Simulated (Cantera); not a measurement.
Input: 1 mol SiCl4, 0.65 mol Cl2, 14 mol H2, 0.85 mol HCl, at 925 K and 0.170 bar.

These are equilibrium values from Cantera (NASA tables, ideal gas, pure condensed phases), not measurements of a reactor. Candidate condensed phases: Si; 19 gas species. The tables' values for SiCl3 are old estimates; treat these amounts as uncertain. Rates play no part.

Base state: H2 0.808, HCl 0.132, SiCl4 0.0593, SiHCl3 0.00132, SiCl3 2.18e-5 (mole fractions); condensed: gas only.

Task: What changes in the equilibrium state with this change: temperature from 925 K to 675 K?

Result: 
```json
[
 {"species": "H2", "before": "0.808", "after": "0.809"},
 {"species": "HCl", "before": "0.132", "after": "0.130"},
 {"species": "SiCl4", "before": "0.0593", "after": "0.0606"},
 {"species": "SiCl3", "before": "2.18e-5", "after": "4.62e-9"},
 {"species": "SiHCl3", "before": "0.00132", "after": "4.93e-5"}
]
```
